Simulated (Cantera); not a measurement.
A perfectly stirred reactor is fed with CH4 : H2O : H2 = 1 : 0.47 : 0.055 (molar parts), at 9.87 atm; it is held at 1400 K, and followed from long to short residence time.

Computed with Cantera and GRI-Mech 3.0 (53 species, 325 reactions). GRI-Mech 3.0 stops at C3 and has no aromatics, soot or wall deposition, so with more carbon than oxygen in the feed, carbon stays in small species such as C2H2 where larger ones or solid carbon would form.

Q: Predict: x(CH4) at τ = 13.0 s; x(H2O) at τ = 13.0 s; x(H2) at τ = 13.0 s; x(OH) at τ = 13.0 s; x(CH2CO) at τ = 13.0 s; x(CH4) at τ = 0.150 s; x(H2O) at τ = 0.150 s; x(H2) at τ = 0.150 s; x(OH) at τ = 0.150 s; x(CH2CO) at τ = 0.150 s.

A: 
- x(CH4) at τ = 13.0 s = 0.439
- x(H2O) at τ = 13.0 s = 0.233
- x(H2) at τ = 13.0 s = 0.246
- x(OH) at τ = 13.0 s = 1.42e-8
- x(CH2CO) at τ = 13.0 s = 3.49e-6
- x(CH4) at τ = 0.150 s = 0.585
- x(H2O) at τ = 0.150 s = 0.297
- x(H2) at τ = 0.150 s = 0.0935
- x(OH) at τ = 0.150 s = 1.27e-8
- x(CH2CO) at τ = 0.150 s = 2.67e-6
